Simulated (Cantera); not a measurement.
Input: 1 mol c-C₄F₈, 0.039 mol Si, 3.4 mol H₂, equilibrated at 3548 K and 1.00 Torr.

These are equilibrium values from Cantera (NASA tables, ideal gas, pure condensed phases), not measurements of a reactor. Candidate condensed phases: C, C₆H₆, C₇H₈, C₈H₁₈, Si, SiC; 113 gas species. The feed counts by its element totals alone. The tables' values for SiF, SiF₂ are old estimates; treat these amounts as uncertain. Equilibrium is a limit: real reactors are often held back by kinetics, nucleation or transport.

Base state: F 0.413, H 0.352, C 0.177, HF 0.0312, C₂ 0.0117, CF 0.00704, C₃ 0.00591, Si 0.00197 (mole fractions); condensed: gas only.

Task: What changes in the equilibrium state with this change: c-C₄F₈ replaced by CH₃F?

Result: 
```json
[
 {"species": "H", "before": "0.352", "after": "0.826"},
 {"species": "C", "before": "0.177", "after": "0.0792"},
 {"species": "F", "before": "0.413", "after": "0.0726"},
 {"species": "C₂", "before": "0.0117", "after": "0.00233"},
 {"species": "HF", "before": "0.0312", "after": "0.0129"},
 {"species": "Si", "before": "0.00197", "after": "0.00330"},
 {"species": "SiF₂", "before": "3.15e-5", "after": "1.63e-6"},
 {"species": "CF", "before": "0.00704", "after": "0.000553"},
 {"species": "C₃", "before": "0.00591", "after": "0.000527"},
 {"species": "H₂", "before": "0.000381", "after": "0.00211"}
]
```
The tables' values for SiF are old estimates; treat these amounts as uncertain.
